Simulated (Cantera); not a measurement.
Feed: 1 mol MgO, 3.8 mol SO3, 0.036 mol H2O, 1.1 mol SO2, at 1823.15 K and 0.0350 bar.

These are equilibrium values from Cantera (NASA tables, ideal gas, pure condensed phases), not measurements of a reactor. The numbers say what is thermodynamically allowed, not how fast it happens.

```tsv
species	before	after
SO3	0.000685	0.711
SO2	0.716	0.280
H2O	0.00504	0.00877
O2	0.277	0.000165
OH	0.000441	<1e-9
O	0.000425	<1e-9
H2SO4	<1e-9	0.000377
SO	0.000186	<1e-9
MgO(s), mol	1.000	0
MgSO4(s), mol	0	1.00
```
Gas species are given as mole fractions.

### Question
Which change was made?
A. temperature from 1823.15 K to 1125 K
B. temperature from 1823.15 K to 650 K
C. temperature from 1823.15 K to 698.15 K
D. temperature from 1823.15 K to 1148 K

### Answer
B, temperature from 1823.15 K to 650 K
